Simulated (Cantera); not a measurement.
What does this Cantera script print?

```python
import numpy as np
import cantera as ct

gas = ct.Solution("gri30.yaml")


def delay(T, t_max=10):
    gas.TPX = T, 2100000, {'CO': 1, 'H2': 0.068, 'O2': 1.21, 'N2': 4.53}
    reactor = ct.IdealGasConstPressureReactor(gas, clone=False)
    net = ct.ReactorNet([reactor])
    net.rtol, net.atol = 1e-8, 1e-16
    while net.time < t_max:
        t_old, T_old = net.time, reactor.T
        net.step()
        if reactor.T > T + 400:  # ignition: a rise of 400 K
            return t_old + (T + 400 - T_old) / (reactor.T - T_old) * (net.time - t_old)
    return np.nan


taus = []
for T in [1150, 1250, 1350, 1450, 1550, 1650, 1750, 1850]:
    taus.append(delay(T))
    print(f"T0 = {T:6g} K   tau = {taus[-1]:.4e} s")
```

Result:

```
T0 =   1150 K   tau = 3.5147e-04 s
T0 =   1250 K   tau = 7.5053e-05 s
T0 =   1350 K   tau = 2.2705e-05 s
T0 =   1450 K   tau = 1.0614e-05 s
T0 =   1550 K   tau = 6.6876e-06 s
T0 =   1650 K   tau = 4.9364e-06 s
T0 =   1750 K   tau = 4.0093e-06 s
T0 =   1850 K   tau = 3.4757e-06 s
```

Detailed kinetics in Cantera: GRI-Mech 3.0 (53 species, 325 reactions). The hydrogen kinetics of GRI-Mech 3.0 are dated; newer H2 mechanisms differ, most at raised pressure. The pressure lies above the range GRI-Mech 3.0 was tuned for (to about 10 atm). Where the delays flatten at high temperature, the 400 K rule measures the pace of heat release, not the induction time.
